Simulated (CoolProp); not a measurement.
Properties of R245fa along the isotherm 440 K (Tc = 427.0 K, pc = 3.651 MPa, ω = 0.378).

The numbers come from the reference Helmholtz-energy equation of state, Akasaka 2015 in CoolProp.

```
p (MPa)          phase       Z  speed of sound (m/s)  isothermal compressibility (1/MPa)  expansivity (1/kK)  conductivity (mW/(m K))  Prandtl number
-------  -------------  ------  --------------------  ----------------------------------  ------------------  -----------------------  --------------
2.81               gas  0.7118                 127.4                              0.5502               7.712                     32.2           0.893
5.62     supercritical  0.2716                 150.4                              0.1134               14.79                     54.6            3.32
8.43     supercritical  0.3495                 238.6                             0.03030          (withheld)               (withheld)            2.93
11.2     supercritical  0.4359                 293.1                             0.01771          (withheld)                     64.3            2.93
14       supercritical  0.5227                 335.9                          (withheld)               3.514                     67.3            2.98
16.9     supercritical  0.6112                 372.7                            0.009652               3.009               (withheld)            3.05
19.7     supercritical  0.6953                 403.6                            0.007917               2.681                     72.1            3.12
22.5     supercritical  0.7781                 431.2                          (withheld)               2.440                     74.0            3.19
25.3     supercritical  0.8597                 456.3                            0.005848               2.253                     75.8            3.27
28.1     supercritical  0.9402                 479.4                            0.005180               2.104                     77.4            3.34
30.9     supercritical   1.020                 500.8                            0.004653               1.981                     79.0            3.41
33.7     supercritical   1.098            (withheld)                          (withheld)               1.877                     80.4            3.48
36.5     supercritical   1.176                 539.8                            0.003873               1.789                     81.8            3.56
```

### Question
Some entries are withheld; supply them.

### Answer

- 8.43, expansivity (1/kK): 6.071
- 8.43, conductivity (mW/(m K)): 60.5
- 11.2, expansivity (1/kK): 4.334
- 14, isothermal compressibility (1/MPa): 0.01253
- 16.9, conductivity (mW/(m K)): 69.9
- 22.5, isothermal compressibility (1/MPa): 0.006722
- 33.7, speed of sound (m/s): 520.9
- 33.7, isothermal compressibility (1/MPa): 0.004226

Viscosity comes from a separate model (Bell 2016), an estimate that may be off by 10 % or more. Thermal conductivity comes from a separate model (Huber 2003), an estimate that may be off by 10 % or more.
